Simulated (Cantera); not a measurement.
An isothermal, constant-pressure homogeneous reactor starts with H2 : O2 = 0.032 : 0.31 (molar parts), equivalence ratio 0.052, at 900 K and 20.0 Torr.

Computed with Cantera and the H2/O2 subset of GRI-Mech 3.0, which has no nitrogen chemistry. Radical loss at walls, strong at low pressure, is not modelled. Below about 950 K walls govern HO2 and H2O2 in real vessels. The temperature is held fixed by assumption; the heat of reaction is taken as removed at once.

One state of this run: x H2 = 2.04e-7; x O2 = 0.902; x H2O2 = 1.04e-8; x OH = 3.18e-6; x H2O = 0.0982. x: mole fraction; the columns are a selection and need not sum to one.

Question: Which value of t (s) does it belong to?
A) 0.471
B) 6.14
C) 2.61
D) 0.0153

Answer: C, 2.61
